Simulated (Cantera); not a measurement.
Feed: 1 mol B, 0.19 mol NH3, held at 2248.15 K and 12.0 mbar.

Method: chemical equilibrium by Gibbs-energy minimisation in Cantera with the NASA 1993 tables (ideal gas, pure condensed phases). Candidate condensed phases: B, BN; 15 gas species. The tables' values for BH2 are old estimates; treat these amounts as uncertain. Equilibrium is a limit: real reactors are often held back by kinetics, nucleation or transport.

Base state: H2 0.699, N2 0.243, H 0.0561, BH2 0.00116, B 0.000435, BH 4.05e-5, BN 1.44e-5 (mole fractions); condensed: B(s).

Problem. What changes in the equilibrium state with this change: temperature from 2248.15 K to 1748.15 K?

Solution. 
| species | before | after |
|---|---|---|
| H2 | 0.699 | 0.998 |
| H | 0.0561 | 0.00209 |
| N2 | 0.243 | 0.000132 |
| BH2 | 0.00116 | 8.87e-5 |
| BN | 1.44e-5 | <1e-9 |
| B | 0.000435 | 9.09e-8 |
| B(s), mol | 0.999 | 0.810 |
| BN(s), mol | 0 | 0.190 |
Mutual solubility and eutectic melting of coexisting phases are not modelled.

Problem. What changes in the equilibrium state with this change: temperature from 2248.15 K to 900 K?

Solution. 
```
species       before    after
----------  --------  -------
H2             0.699     1.00
H             0.0561  1.07e-9
N2             0.243    <1e-9
BH2          0.00116    <1e-9
B           0.000435    <1e-9
BH           4.05e-5    <1e-9
BN           1.44e-5    <1e-9
B(s), mol      0.999    0.810
BN(s), mol         0    0.190
```

Problem. What changes in the equilibrium state with this change: temperature from 2248.15 K to 1198.15 K?

Solution. 
```
species       before    after
----------  --------  -------
H2             0.699    1.000
H             0.0561  1.74e-6
BH2          0.00116  1.95e-7
N2             0.243    <1e-9
B           0.000435    <1e-9
BH           4.05e-5    <1e-9
BN           1.44e-5    <1e-9
B(s), mol      0.999    0.810
BN(s), mol         0    0.190
```
Mutual solubility and eutectic melting of coexisting phases are not modelled.
